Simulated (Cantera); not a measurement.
Feed: 1 mol C, 1.2 mol H2O, held at 452 °C and 0.00133 bar.

Equilibrium computed with Cantera from the NASA thermochemical tables; the gas is ideal and each condensed phase is pure. Candidate condensed phases: C, C6H6, C7H8, C8H18, H2O; 110 gas species. The numbers say what is thermodynamically allowed, not how fast it happens.

Base state: H2 0.548, CO 0.270, CO2 0.141, H2O 0.0380, CH4 0.00206 (mole fractions); condensed: C(graphite).

Task: What changes in the equilibrium state with this change: temperature from 452 °C to 2700 °C?

Result: 
| species | before | after |
|---|---|---|
| H | <1e-9 | 0.632 |
| CO | 0.270 | 0.286 |
| O | <1e-9 | 0.0521 |
| H2 | 0.548 | 0.0252 |
| CO2 | 0.141 | 0.000640 |
| H2O | 0.0380 | 0.000416 |
| OH | <1e-9 | 0.00339 |
| CH4 | 0.00206 | <1e-9 |
| O2 | <1e-9 | 0.000340 |
| C(graphite), mol | 0.160 | 0 |
